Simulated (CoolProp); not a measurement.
Computed with CoolProp (reference Helmholtz-energy equation of state, Akasaka 2024).

**Question.** Give the vapour pressure (MPa), vapour density (kg/m³), enthalpy of vaporisation (kJ/kg), liquid cp (kJ/(kg K)) of saturated R1132(E) at 265.2, 272.9, 334.5 K.

**Answer.** 
| T (K) | p (MPa) | vapour density (kg/m³) | enthalpy of vaporisation (kJ/kg) | liquid cp (kJ/(kg K)) |
|---|---|---|---|---|
| 265.2 | 0.632 | 20.9 | 261 | 1.72 |
| 272.9 | 0.810 | 26.7 | 251 | 1.75 |
| 334.5 | 3.85 | 162 | 130 | 3.07 |
